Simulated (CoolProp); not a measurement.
R142b at 298.15 K and 0.701 MPa is throttled through a valve to 0.0364 MPa with no heat exchange. Each further row changes one setting.

Model: reference Helmholtz-energy equation of state, Lemmon 2006, in CoolProp. It is a short technical equation, of lower accuracy than the large ones.

```json
[
 {"case": "as stated", "temperature change (K)": "-56.9", "final phase": "two-phase, vapour fraction 0.302", "final density (kg/m³)": "6.15"},
 {"case": "outlet pressure 0.0109 MPa", "temperature change (K)": "-78.4", "final phase": "two-phase, vapour fraction 0.391", "final density (kg/m³)": "1.55"},
 {"case": "outlet pressure 0.0473 MPa", "temperature change (K)": "-51.5", "final phase": "two-phase, vapour fraction 0.278", "final density (kg/m³)": "8.51"}
]
```
